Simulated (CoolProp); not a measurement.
Vapour-liquid equilibrium of carbon dioxide (1) + R143a (2) at 245.6 K; x and y are mole fractions of (1).

The numbers come from the multi-fluid Helmholtz-energy mixture model, Span 1996 and Lemmon and Jacobsen 2000; pair parameters Bell 2016 in CoolProp.

| x | bubble pressure, mixture model (kPa) | bubble pressure, Raoult's law (kPa) | y, mixture model | y, Raoult's law |
|---|---|---|---|---|
| 0.05 | (withheld) | 302.4 | 0.213 | 0.256 |
| 0.15 | 419.0 | 433.6 | (withheld) | 0.536 |
| 0.25 | 563.9 | 564.8 | (withheld) | 0.686 |
| 0.35 | (withheld) | 696.0 | 0.761 | 0.779 |
| 0.45 | 857.9 | 827.2 | 0.825 | 0.843 |
| 0.55 | 993.5 | 958.4 | 0.869 | 0.889 |
| 0.65 | 1120 | 1090 | (withheld) | 0.924 |
| 0.75 | (withheld) | 1221 | 0.932 | 0.952 |
| 0.85 | (withheld) | 1352 | 0.958 | 0.974 |
| 0.95 | 1483 | 1483 | (withheld) | 0.992 |

Question: Fill in the missing entries.

Answer: 
- 0.05, bubble pressure, mixture model (kPa): 290.9
- 0.15, y, mixture model: 0.498
- 0.25, y, mixture model: 0.662
- 0.35, bubble pressure, mixture model (kPa): 713.2
- 0.65, y, mixture model: 0.903
- 0.75, bubble pressure, mixture model (kPa): 1240
- 0.85, bubble pressure, mixture model (kPa): 1359
- 0.95, y, mixture model: 0.985

The largest gap from Raoult's law is -3.8 % in bubble pressure, at x = 0.05. No azeotrope shows between x = 0.05 and 0.95.

The pair parameters rest on a limited set of measurements; away from them the model extrapolates. The gap from Raoult's law changes sign with composition, which may be real or a fault of the pair parameters; it wasn't checked against measurements.
